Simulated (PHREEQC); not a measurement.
A solution holds 0.034 mol/kgw K2SO4, 0.00017 mol/kgw LiNO3 and 0.0095 mol/kgw NaCl, at 64 °C. Closed to the air; pH follows from the charge balance.

All values are PHREEQC results (ion-association model, phreeqc.dat), not measurements.

No solid was allowed to form.

Problem. Predict the ionic strength, specific conductance, density.

Solution. ionic strength 0.0966 mol/kgw; specific conductance 15700 µS/cm; density 0.986 g/cm³.

Problem. In which forms is Li present?

Solution. Li+ 96 %, LiSO4- 4.0 % of the Li.

At this temperature some constants are extrapolated from 25 °C, and those without enthalpy data are left unchanged.
